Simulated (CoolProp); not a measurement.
The numbers come from the reference Helmholtz-energy equation of state, Rui 2013 in CoolProp.

For R236EA, give the phase and the isothermal compressibility (1/MPa), conductivity (mW/(m K)), Prandtl number at 412 K and 5250 kPa; 412 K and 6000 kPa.


- 412 K and 5250 kPa: liquid; isothermal compressibility 0.0462, conductivity 48.5, Prandtl number 3.37
- 412 K and 6000 kPa: liquid; isothermal compressibility 0.0345, conductivity 49.7, Prandtl number 3.34

Viscosity comes from a separate model (Huber 2003), an estimate that may be off by 10 % or more. Thermal conductivity comes from a separate model (Huber 2003), an estimate that may be off by 10 % or more.
